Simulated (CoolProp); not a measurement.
Model: reference Helmholtz-energy equation of state, Wu 2012, in CoolProp.

### Question
For fluoroethane (R161), give the phase and the Z, cp (kJ/(kg K)), expansivity (1/kK), fugacity coefficient at 407 K and 5000 kPa.

### Answer
- 407 K and 5000 kPa: gas; Z 0.676, cp 2.51, expansivity 8.58, fugacity coefficient 0.746
